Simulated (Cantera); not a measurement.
An isothermal, constant-pressure homogeneous reactor starts with CH4 : N2 = 1 : 3.3 (molar parts), at 1050 K and 10.00 Torr. Integrator tolerance rtol = 1e-08.

Model: GRI-Mech 3.0 (53 species, 325 reactions), integrated in Cantera. GRI-Mech 3.0 stops at C3 and has no aromatics, soot or wall deposition, so with more carbon than oxygen in the feed, carbon stays in small species such as C2H2 where larger ones or solid carbon would form. Radical loss at walls, strong at low pressure, is not modelled.

Q: What does this change do: temperature 1050 to 1950 K?

A: 
```csv
quantity,before,after
x(CH4) at 3.00 s,0.233 (gas-phase equilibrium 0.106),8.96e-6 (gas-phase equilibrium 8.38e-6)
x(CH3) at 3.00 s,1.25e-8 (gas-phase equilibrium 3.46e-7),3.36e-6 (gas-phase equilibrium 3.14e-6)
x(H) at 3.00 s,<1e-12 (gas-phase equilibrium 2.72e-8),0.00529 (gas-phase equilibrium 0.00529)
x(H2) at 3.00 s,6.28e-9 (gas-phase equilibrium 0.148),0.280 (gas-phase equilibrium 0.280)
x(HCN) at 3.00 s,<1e-12 (gas-phase equilibrium 0.0366),0.000151 (gas-phase equilibrium 0.104)
```

Q: What does this change do: temperature 1050 to 1925 K?

A: 
```tsv
quantity	before	after
x(CH4) at 3.00 s	0.233 (gas-phase equilibrium 0.106)	1.65e-5 (gas-phase equilibrium 9.91e-6)
x(CH3) at 3.00 s	1.25e-8 (gas-phase equilibrium 3.46e-7)	5.15e-6 (gas-phase equilibrium 3.10e-6)
x(H) at 3.00 s	<1e-12 (gas-phase equilibrium 2.72e-8)	0.00441 (gas-phase equilibrium 0.00441)
x(H2) at 3.00 s	6.28e-9 (gas-phase equilibrium 0.148)	0.280 (gas-phase equilibrium 0.280)
x(HCN) at 3.00 s	<1e-12 (gas-phase equilibrium 0.0366)	0.000126 (gas-phase equilibrium 0.103)
```
